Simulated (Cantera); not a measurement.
A Cantera script and its output.

```python
import numpy as np
import cantera as ct

gas = ct.Solution("gri30.yaml")
gas.TPX = 650, 1000000, {'CH3OH': 1, 'O2': 0.882, 'N2': 3.32, 'CO2': 0.38}
inlet = ct.Reservoir(gas, clone=True)
gas.equilibrate("HP")  # start burning
reactor = ct.IdealGasConstPressureReactor(gas, energy="on", clone=False)
exhaust = ct.Reservoir(gas, clone=True)
tau = [0.17, 0.071, 0.03, 0.013, 0.0055, 0.0023, 0.00099, 0.00042, 0.00018, 7.6e-05, 3.2e-05, 1.4e-05][0]
for a, b in ((inlet, reactor), (reactor, exhaust)):
    ct.MassFlowController(a, b, mdot=lambda t: reactor.mass / tau)
net = ct.ReactorNet([reactor])
show = ['CH3OH', 'O2', 'CO2', 'CH2O', 'H2O', 'CO']

rows = []
print(f"{'tau/s':>10s}{'T/K':>9s}" + "".join(f"{s:>11s}" for s in show))
for tau in [0.17, 0.071, 0.03, 0.013, 0.0055, 0.0023, 0.00099, 0.00042, 0.00018, 7.6e-05, 3.2e-05, 1.4e-05]:
    net.initial_time = 0.0
    net.advance(30 * tau)
    before = gas.X
    net.advance(40 * tau)
    drift = np.max(np.abs(gas.X - before) / (gas.X + 1e-9))
    rows.append([gas.T, *gas[show].X, drift])
    print(f"{tau:10.3e}{gas.T:9.1f}" + "".join(f"{x:11.3e}" for x in gas[show].X))
```

It prints:

```
     tau/s      T/K      CH3OH         O2        CO2       CH2O        H2O         CO
 1.700e-01   1973.3  1.314e-06  2.724e-05  8.915e-02  1.312e-06  2.308e-01  1.167e-01
 7.100e-02   1972.6  2.448e-06  4.980e-05  8.914e-02  2.370e-06  2.307e-01  1.167e-01
 3.000e-02   1971.3  4.000e-06  8.001e-05  8.912e-02  3.772e-06  2.306e-01  1.167e-01
 1.300e-02   1969.3  6.177e-06  1.225e-04  8.910e-02  5.710e-06  2.304e-01  1.167e-01
 5.500e-03   1966.3  9.888e-06  1.957e-04  8.908e-02  8.999e-06  2.301e-01  1.167e-01
 2.300e-03   1961.9  1.656e-05  3.277e-04  8.902e-02  1.488e-05  2.297e-01  1.167e-01
 9.900e-04   1955.8  2.846e-05  5.614e-04  8.890e-02  2.529e-05  2.291e-01  1.166e-01
 4.200e-04   1946.6  5.207e-05  1.015e-03  8.860e-02  4.568e-05  2.282e-01  1.167e-01
 1.800e-04   1932.1  1.015e-04  1.929e-03  8.791e-02  8.776e-05  2.268e-01  1.170e-01
 7.600e-05   1904.8  2.244e-04  4.030e-03  8.628e-02  1.903e-04  2.241e-01  1.178e-01
 3.200e-05   1832.3  6.797e-04  1.026e-02  8.215e-02  5.578e-04  2.154e-01  1.196e-01
 1.400e-05    650.0  1.791e-01  1.580e-01  6.808e-02 -1.194e-16 -1.630e-15 -9.525e-16
```

Detailed kinetics in Cantera: GRI-Mech 3.0 (53 species, 325 reactions). GRI-Mech 3.0 was tuned for natural gas; its chemistry of methanol as a main component is partial and can be far from experiment.
